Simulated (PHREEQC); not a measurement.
Dissolve 0.27 mol/kgw HF, 0.00036 mol/kgw KF and 0.0083 mol/kgw H2SiF6 at 55 °C. Closed to the air; pH follows from the charge balance.

The numbers come from PHREEQC with the ion-association model, phreeqc.dat.

Task: The ionic strength comes out as 0.0356 mol/kgw. What activity coefficients do F-, H+, SiF6-2, HF2-, K+ get?

Result: F- 0.83, H+ 0.86, SiF6-2 0.49, HF2- 0.83, K+ 0.83.

Precipitation was switched off in this run. Away from 25 °C the constants follow the database's enthalpies or fits; those with neither stay at their 25 °C values. SiF6-2 is the database's only silicon fluoride.
